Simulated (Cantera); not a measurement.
What does this Cantera script print?

```python
import numpy as np
import cantera as ct

gas_names = """
    F F2 N NF NF2 NF3 N2 Si SiF SiF2 SiF3 SiF4 SiN Si2 Si2N Si3
""".split()
cond_names = """
    Si(cr) Si(L) Si3N4(a)
""".split()


# ... load() reads the species with a 1 bar reference pressure and builds the phases ...
atoms = {
    'SiF4': {'Si': 1, 'F': 4},
    'N2': {'N': 2},
}
top_T = {'Si3N4(a)': 2400}  # K; cautious upper limits of use, not melting points


# ... equilibrate(T, P, feed) seeds the gas with the atoms and calls Mixture.equilibrate('TP', solver="vcs", rtol=1e-11, max_steps=5000) ...
results = []
feed = {'SiF4': 1, 'N2': 0.46}  # mol
T = 1350  # K
P = 1333.22  # Pa
mix = equilibrate(T, P, feed)
results.append((T, P, feed, dict(zip(mix.species_names, mix.species_moles))))
x = sorted(zip(gas.X, gas.species_names), reverse=True)
print(f"T = {T:g} K  P = {P:g} Pa  gas = {mix.phase_moles(0):.4g} mol")
print("   x: " + "  ".join(f"{s} {v:.3e}" for v, s in x if v > 1e-06))
print("   condensed (mol): " + ("  ".join(f"{mix.phase(i).name} {mix.phase_moles(i):.4g}"
      for i in range(1, mix.n_phases) if mix.phase_moles(i) > 1e-12) or "none"))
```

Result:

```
T = 1350 K  P = 1333.22 Pa  gas = 1.46 mol
   x: SiF4 6.849e-01  N2 3.151e-01
   condensed (mol): none
```

Cantera equilibrium calculation (NASA polynomials, part measured and part estimated; ideal gas, pure solids and liquids).
